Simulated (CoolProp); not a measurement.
Vapour-liquid equilibrium of CHF3 (R23) (1) + propane (2) at 276.7 K; x and y are mole fractions of (1).

The numbers come from the multi-fluid Helmholtz-energy mixture model, Penoncello 2003 and Lemmon 2009; pair parameters Bell 2016 in CoolProp.

| x | bubble pressure (MPa) | y at the bubble point | dew pressure at overall composition x (MPa) | liquid density (mol/L) |
|---|---|---|---|---|
| 0.05 | 0.8863 | 0.385 | 0.5579 | 11.95 |
| 0.125 | 1.321 | 0.580 | 0.6094 | 12.05 |
| 0.2 | 1.647 | [?] | 0.6706 | 12.14 |
| 0.275 | 1.886 | 0.705 | 0.7447 | 12.21 |
| 0.35 | 2.060 | 0.732 | 0.8359 | [?] |
| 0.425 | 2.190 | 0.753 | 0.9514 | 12.34 |
| 0.5 | [?] | 0.770 | 1.102 | [?] |
| 0.575 | 2.387 | 0.786 | 1.306 | [?] |
| 0.65 | 2.475 | 0.805 | 1.596 | 12.58 |
| 0.725 | 2.560 | 0.828 | [?] | 12.74 |
| 0.8 | 2.641 | 0.858 | 2.453 | 12.99 |
| 0.875 | 2.708 | 0.898 | 2.674 | [?] |
| 0.95 | 2.746 | 0.952 | 2.746 | 13.92 |

### Question
Some entries are withheld; supply them.

### Answer

- 0.2, y at the bubble point: 0.661
- 0.35, liquid density (mol/L): 12.28
- 0.5, bubble pressure (MPa): 2.295
- 0.5, liquid density (mol/L): 12.40
- 0.575, liquid density (mol/L): 12.48
- 0.725, dew pressure at overall composition x (MPa): 2.012
- 0.875, liquid density (mol/L): 13.38

No azeotrope shows between x = 0.05 and 0.95.

The pair parameters rest on a limited set of measurements; away from them the model extrapolates. With so large a gap from Raoult's law the liquid may split in two, which this calculation doesn't test in full.
